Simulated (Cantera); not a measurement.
Input: 1 mol Cu, 1 mol F2, 34 mol H2, held at 56.0 mbar.

Method: chemical equilibrium by Gibbs-energy minimisation in Cantera with the NASA 1993 tables (ideal gas, pure condensed phases). Candidate condensed phases: Cu, CuF2; 15 gas species. Equilibrium is a limit: real reactors are often held back by kinetics, nucleation or transport.

### Question
Which condensed phases are stable at each of these points (T (°C)): 525, 600, 675, 750, 825, 900, 975, 1050, 1125, 1200, 1275?

### Answer
```
T (°C)  condensed phases  Cu condensed (%)
------  ----------------  ----------------
525                Cu(s)             100.0
600                Cu(s)             100.0
675                Cu(s)             100.0
750                Cu(s)             100.0
825                Cu(s)             100.0
900                Cu(s)             100.0
975                Cu(s)             100.0
1050               Cu(s)             100.0
1125               Cu(l)              99.9
1200               Cu(l)              99.7
1275               Cu(l)              98.9
```

From 525 °C to 1050 °C the condensed part is Cu(s). From 1125 °C to 1275 °C the condensed part is Cu(l).
